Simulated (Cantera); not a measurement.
Feed: 1 mol Fe2O3, 1.9 mol CH4, 0.3 mol N2, equilibrated at 2250 Torr.

Points: T (K) = 923, 998, 1073, 1148, 1223, 1298, 1373, 1448, 1523, 1598.

Cantera's Mixture.equilibrate('TP', solver="vcs", rtol=1e-11, max_steps=5000) on the NASA tables stopped like this:

```
H2 5.048e-01  CO 2.605e-01  H2O 1.265e-01  CO2 5.523e-02  N2 5.025e-02  CH4 2.726e-03
   condensed (mol): Fe(a) 1.968  FeO(s) 0.03194
T = 1223 K  P = 300000 Pa  gas = 5.993 mol
   x: H2 4.982e-01  CO 2.670e-01  H2O 1.347e-01  N2 5.004e-02  CO2 4.944e-02  CH4 5.904e-04
   condensed (mol): Fe(c) 2
T = 1298 K  P = 300000 Pa  gas = 5.998 mol
   x: H2 4.936e-01  CO 2.727e-01  H2O 1.396e-01  N2 5.000e-02  CO2 4.395e-02  CH4 1.565e-04
   condensed (mol): Fe(c) 2
T = 1373 K  P = 300000 Pa  gas = 5.999 mol
   x: H2 4.894e-01  CO 2.771e-01  H2O 1.439e-01  N2 4.999e-02  CO2 3.955e-02
   condensed (mol): Fe(c) 2

*******************************************************************************
CanteraError thrown by VCS_SOLVE::solve_tp_inner:
vcs_solve_TP: ERROR on step change wt[141:Fe2O3(s)]: -5.551115123125783e-17 < 0.0
*******************************************************************************
```

Question: What got this run through?

Answer: One answer among several that fit: The failure is numerical, not chemical. The same input converged with solver="gibbs", rtol=1e-10, max_steps=50000, and the result passed a check of the equilibrium conditions:
```
T = 923 K  P = 300000 Pa  gas = 3.769 mol
   x: H2 5.080e-01  CH4 1.801e-01  H2O 1.395e-01  N2 7.945e-02  CO 5.928e-02  CO2 3.326e-02  NH3 3.092e-04
   condensed (mol): C(gr) 0.8724  FeO(s) 2
T = 998 K  P = 300000 Pa  gas = 4.508 mol
   x: H2 5.597e-01  CO 1.451e-01  H2O 9.951e-02  CH4 9.169e-02  N2 6.645e-02  CO2 3.734e-02  NH3 1.910e-04
   condensed (mol): C(gr) 0.6641  Fe(a) 0.4395  FeO(s) 1.561
T = 1073 K  P = 300000 Pa  gas = 5.805 mol
   x: H2 5.121e-01  CO 2.524e-01  H2O 1.089e-01  CO2 5.812e-02  N2 5.163e-02  CH4 1.675e-02
   condensed (mol): Fe(a) 1.772  FeO(s) 0.228
T = 1148 K  P = 300000 Pa  gas = 5.967 mol
   x: H2 5.048e-01  CO 2.605e-01  H2O 1.265e-01  CO2 5.523e-02  N2 5.025e-02  CH4 2.726e-03
   condensed (mol): Fe(a) 1.968  FeO(s) 0.03194
T = 1223 K  P = 300000 Pa  gas = 5.993 mol
   x: H2 4.982e-01  CO 2.670e-01  H2O 1.347e-01  N2 5.004e-02  CO2 4.944e-02  CH4 5.904e-04
   condensed (mol): Fe(c) 2
T = 1298 K  P = 300000 Pa  gas = 5.998 mol
   x: H2 4.936e-01  CO 2.727e-01  H2O 1.396e-01  N2 5.000e-02  CO2 4.395e-02  CH4 1.565e-04
   condensed (mol): Fe(c) 2
T = 1373 K  P = 300000 Pa  gas = 5.999 mol
   x: H2 4.894e-01  CO 2.771e-01  H2O 1.439e-01  N2 4.999e-02  CO2 3.955e-02
   condensed (mol): Fe(c) 2
T = 1448 K  P = 300000 Pa  gas = 6 mol
   x: H2 4.859e-01  CO 2.807e-01  H2O 1.474e-01  N2 4.999e-02  CO2 3.593e-02
   condensed (mol): Fe(c) 2
T = 1523 K  P = 300000 Pa  gas = 6 mol
   x: H2 4.829e-01  CO 2.837e-01  H2O 1.504e-01  N2 4.999e-02  CO2 3.293e-02
   condensed (mol): Fe(c) 2
T = 1598 K  P = 300000 Pa  gas = 6 mol
   x: H2 4.804e-01  CO 2.863e-01  H2O 1.529e-01  N2 4.999e-02  CO2 3.041e-02
   condensed (mol): Fe(c) 2
```

The gas is ideal and each condensed phase is pure. Mutual solubility and eutectic melting of coexisting phases are not modelled. The tables' stoichiometric FeO is somewhat more stable than real wüstite, so its field is too wide. FeO: taken at fixed stoichiometry. Condensed phases not in the tables: cementite and carbon dissolved in iron.
